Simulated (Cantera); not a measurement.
Feed: 1 mol PbO, 33 mol H2, held at 1.00 bar.

Equilibrium computed with Cantera from the NASA thermochemical tables; the gas is ideal and each condensed phase is pure. Candidate condensed phases: H2O, Pb, PbO, PbO2, Pb3O4; 12 gas species. Kinetics and transport are ignored.

Which condensed phases are stable at each of these points (T (K)): 1473, 1498, 1523, 1548, 1573, 1598, 1623, 1648, 1673?


```tsv
T (K)	condensed phases	Pb condensed (%)
1473	Pb(l)	36.6
1498	Pb(l)	18.5
1523	gas only	0.0
1548	gas only	0.0
1573	gas only	0.0
1598	gas only	0.0
1623	gas only	0.0
1648	gas only	0.0
1673	gas only	0.0
```

From 1473 K to 1498 K the condensed part is Pb(l). From 1523 K to 1673 K nothing is condensed.
